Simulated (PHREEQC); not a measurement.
1 kg of water holding 32 mmol/kgw MgBr2, 2.7 mmol/kgw CaSO4, 16 mmol/kgw KCl, 15 mmol/kgw NaCl and 17 mmol/kgw NaBr is evaporated at 15 °C; the solids stay in contact with the brine. The system is closed to CO2. Solids allowed: Arcanite, Bischofite, Bloedite, Brucite, Carnallite, Epsomite, Glaserite, Glauberite, Gypsum, Anhydrite, Halite, Hexahydrite, Kainite, Kieserite, Leonite, Mirabilite, Misenite, Polyhalite, Portlandite, Schoenite, Sylvite, Syngenite, Thenardite, MgCl2_4H2O. Others were left out.

Equilibrium calculation in PHREEQC: Pitzer model, pitzer.dat.

```json
[
 {"water left (kg)": "1", "ionic strength": "0.155", "water activity": "0.997", "Gypsum (mol)": "0", "Cl in solution (mol/kgw)": "0.0310"},
 {"water left (kg)": "0.8219", "ionic strength": "0.188", "water activity": "0.996", "Gypsum (mol)": "0", "Cl in solution (mol/kgw)": "0.0377"},
 {"water left (kg)": "0.6755", "ionic strength": "0.229", "water activity": "…", "Gypsum (mol)": "0", "Cl in solution (mol/kgw)": "0.0459"},
 {"water left (kg)": "0.5552", "ionic strength": "0.279", "water activity": "0.994", "Gypsum (mol)": "0", "Cl in solution (mol/kgw)": "0.0558"},
 {"water left (kg)": "0.4563", "ionic strength": "0.339", "water activity": "0.993", "Gypsum (mol)": "0", "Cl in solution (mol/kgw)": "0.0679"},
 {"water left (kg)": "0.375", "ionic strength": "0.413", "water activity": "…", "Gypsum (mol)": "0", "Cl in solution (mol/kgw)": "0.0827"},
 {"water left (kg)": "0.3082", "ionic strength": "0.502", "water activity": "…", "Gypsum (mol)": "0", "Cl in solution (mol/kgw)": "0.101"},
 {"water left (kg)": "0.2533", "ionic strength": "0.611", "water activity": "…", "Gypsum (mol)": "0", "Cl in solution (mol/kgw)": "0.122"},
 {"water left (kg)": "0.2082", "ionic strength": "0.743", "water activity": "0.985", "Gypsum (mol)": "0", "Cl in solution (mol/kgw)": "0.149"},
 {"water left (kg)": "0.1711", "ionic strength": "0.905", "water activity": "…", "Gypsum (mol)": "0", "Cl in solution (mol/kgw)": "0.181"},
 {"water left (kg)": "0.1407", "ionic strength": "1.10", "water activity": "0.977", "Gypsum (mol)": "0", "Cl in solution (mol/kgw)": "0.220"},
 {"water left (kg)": "0.1156", "ionic strength": "1.34", "water activity": "0.971", "Gypsum (mol)": "0", "Cl in solution (mol/kgw)": "0.268"},
 {"water left (kg)": "0.09502", "ionic strength": "1.63", "water activity": "0.964", "Gypsum (mol)": "0", "Cl in solution (mol/kgw)": "0.326"},
 {"water left (kg)": "0.07809", "ionic strength": "1.98", "water activity": "0.955", "Gypsum (mol)": "0", "Cl in solution (mol/kgw)": "0.397"},
 {"water left (kg)": "0.06418", "ionic strength": "2.41", "water activity": "0.944", "Gypsum (mol)": "0", "Cl in solution (mol/kgw)": "0.483"},
 {"water left (kg)": "0.05275", "ionic strength": "2.93", "water activity": "…", "Gypsum (mol)": "0", "Cl in solution (mol/kgw)": "0.588"},
 {"water left (kg)": "0.04334", "ionic strength": "3.56", "water activity": "0.909", "Gypsum (mol)": "0.000173", "Cl in solution (mol/kgw)": "0.715"},
 {"water left (kg)": "0.03561", "ionic strength": "4.27", "water activity": "0.883", "Gypsum (mol)": "0.000689", "Cl in solution (mol/kgw)": "0.870"},
 {"water left (kg)": "0.02926", "ionic strength": "5.13", "water activity": "0.849", "Gypsum (mol)": "0.00116", "Cl in solution (mol/kgw)": "1.06"},
 {"water left (kg)": "0.02402", "ionic strength": "6.18", "water activity": "0.803", "Gypsum (mol)": "0.00157", "Cl in solution (mol/kgw)": "1.29"}
]
```

**Question.** Complete the blanks.

**Answer.** 
- 0.6755, water activity: 0.995
- 0.375, water activity: 0.992
- 0.3082, water activity: 0.990
- 0.2533, water activity: 0.987
- 0.1711, water activity: 0.981
- 0.05275, water activity: 0.928

Complexes and solids missing from the database can't appear.
